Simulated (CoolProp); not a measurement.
Vapour-liquid equilibrium of acetone (1) + dimethyl carbonate (2) at 74.65 °C; x and y are mole fractions of (1).

Model: multi-fluid Helmholtz-energy mixture model, Lemmon 2006 and Zhou 2011; pair parameters Bell 2016, in CoolProp.

Task: Give the bubble pressure and the first vapour's composition at x = 0.575, 0.725, 0.875. Is there an azeotrope?

Result: x = 0.575: 0.1315 MPa, y = 0.789; x = 0.725: 0.1495 MPa, y = 0.878; x = 0.875: 0.1681 MPa, y = 0.950. No azeotrope shows between x = 0.05 and 0.95.

Pair parameters are fitted to limited data, so mixtures are less certain than the pure fluids.
